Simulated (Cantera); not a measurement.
A freely propagating, adiabatic, planar premixed flame of C2H4 : O2 : N2 : H2O = 1 : 3.09 : 11.6 : 3.9 (molar parts), equivalence ratio 0.97, unburnt at 700 K and 4280 Torr; multicomponent transport, grid criteria slope 0.08 and curve 0.16, no radiation.

Cantera simulation using GRI-Mech 3.0 (53 species, 325 reactions); the numbers are that mechanism's predictions, not measurements. GRI-Mech 3.0 was tuned for natural gas; its chemistry of ethylene as a main component is partial and can be far from experiment. Burning velocities carry a grid error of a few per cent, more on coarse grids.

x: mole fraction of selected species; z is measured from the peak of heat release.

```
z (mm)   T (K)  u (m/s)    x C2H4     x O2  x H2O    x H2O2      x CO     x NO
-------  -----  -------  --------  -------  -----  --------  --------  -------
-0.236     700     1.34    0.0510    0.158  0.199       [?]   6.01e-6    <1e-8
-0.157     701     1.34    0.0510    0.157  0.199       [?]   4.19e-5    <1e-8
-0.118     705     1.35    0.0509    0.157  0.199       [?]  0.000171    <1e-8
-0.0786    729     1.40    0.0503    0.155  0.201       [?]   0.00107    <1e-8
-0.0393    931     1.81    0.0436    0.138  0.214  0.000322    0.0104  1.40e-7
-0.0196   1261     2.48    0.0273    0.107  0.235  0.000347    0.0290  7.33e-7
0         1631     3.24   0.00748   0.0681  0.259       [?]    0.0504  2.18e-6
0.0196    1857     3.69  0.000643   0.0425  0.272       [?]    0.0525  4.93e-6
0.0393    1965     3.89   2.16e-5   0.0300  0.276       [?]    0.0418  7.92e-6
0.0786    2074     4.06   1.85e-8   0.0206  0.279       [?]    0.0257  1.18e-5
0.157     2171     4.22     <1e-8   0.0146  0.285       [?]    0.0157  1.59e-5
0.314     2238     4.33     <1e-8   0.0108  0.290       [?]    0.0108  2.08e-5
0.629     2276     4.39     <1e-8  0.00864  0.294       [?]   0.00784  2.72e-5
```

Task: What belongs in the gaps?

Result: 
- -0.236, x H2O2: 2.56e-7
- -0.157, x H2O2: 1.78e-6
- -0.118, x H2O2: 7.19e-6
- -0.0786, x H2O2: 4.35e-5
- 0, x H2O2: 1.40e-5
- 0.0196, x H2O2: 2.70e-6
- 0.0393, x H2O2: 1.75e-6
- 0.0786, x H2O2: 1.20e-6
- 0.157, x H2O2: 7.82e-7
- 0.314, x H2O2: 5.03e-7
- 0.629, x H2O2: 3.54e-7
